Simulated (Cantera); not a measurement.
A perfectly stirred reactor is fed with C2H6 : H2 = 1 : 35 (molar parts), at 20.0 Torr; it is held at 1275 K, and followed from long to short residence time.

Computed with Cantera and GRI-Mech 3.0 (53 species, 325 reactions). GRI-Mech 3.0 stops at C3 and has no aromatics, soot or wall deposition, so with more carbon than oxygen in the feed, carbon stays in small species such as C2H2 where larger ones or solid carbon would form. Radical loss at walls, strong at low pressure, is not modelled.

Predict: x(C2H6) at τ = 0.410 s; x(H2) at τ = 0.410 s; x(C2H2) at τ = 0.410 s; x(H) at τ = 0.410 s; x(C2H6) at τ = 20.0 ms; x(H2) at τ = 20.0 ms; x(CH2) at τ = 20.0 ms; x(C2H2) at τ = 20.0 ms; x(H) at τ = 20.0 ms.


- x(C2H6) at τ = 0.410 s: 0.000965
- x(H2) at τ = 0.410 s: 0.966
- x(C2H2) at τ = 0.410 s: 0.00920
- x(H) at τ = 0.410 s: 6.78e-5
- x(C2H6) at τ = 20.0 ms: 0.00896
- x(H2) at τ = 20.0 ms: 0.966
- x(CH2) at τ = 20.0 ms: 4.59e-9
- x(C2H2) at τ = 20.0 ms: 0.000890
- x(H) at τ = 20.0 ms: 0.000103
